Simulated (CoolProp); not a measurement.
Saturation properties of toluene (Tc = 318.6 °C, pc = 4.126 MPa, ω = 0.266).

Model: reference Helmholtz-energy equation of state, Lemmon 2006, in CoolProp. It is a short technical equation, of lower accuracy than the large ones.

| T (°C) | p (MPa) | vapour density (kg/m³) | enthalpy of vaporisation (kJ/kg) | vapour viscosity (µPa s) |
|---|---|---|---|---|
| 47.85 | 0.01120 | 0.3900 | 399.4 | 7.46 |
| 74.25 | 0.03174 | 1.031 | 383.6 | 8.03 |
| 100.75 | 0.07595 | … | 367.1 | 8.59 |
| 127.25 | 0.1589 | 4.658 | 349.5 | 9.15 |
| 153.75 | 0.2996 | 8.510 | 330.2 | … |
| 180.25 | 0.5197 | 14.54 | 308.7 | 10.3 |
| 206.75 | 0.8441 | 23.70 | 284.1 | 11.0 |
| 233.15 | 1.299 | … | 255.1 | 11.7 |
| 259.65 | 1.919 | 58.96 | 219.1 | 12.8 |

Question: Some entries are withheld; supply them.

Answer: 
- 100.75, vapour density (kg/m³): 2.328
- 153.75, vapour viscosity (µPa s): 9.72
- 233.15, vapour density (kg/m³): 37.47

It boils at 110.6 °C under 1 atm.

Viscosity comes from a separate model (Avgeri 2015).
